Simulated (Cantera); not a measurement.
# Ignition delay

Mixture: H2 : O2 : N2 = 1 : 0.385 : 1.45 (molar parts), at 233 Torr, adiabatic and at constant volume. Ignition delay is the time to a rise of 400 K.

Model: GRI-Mech 3.0 (53 species, 325 reactions), integrated in Cantera. Where the delays flatten at high temperature, the 400 K rule measures the pace of heat release, not the induction time.

```json
[
 {"T0 (K)": "1050", "delay (ms)": "0.359"},
 {"T0 (K)": "1150", "delay (ms)": "0.192"},
 {"T0 (K)": "1250", "delay (ms)": "0.121"},
 {"T0 (K)": "1350", "delay (ms)": "0.0885"},
 {"T0 (K)": "1450", "delay (ms)": "0.0732"},
 {"T0 (K)": "1550", "delay (ms)": "0.0677"}
]
```
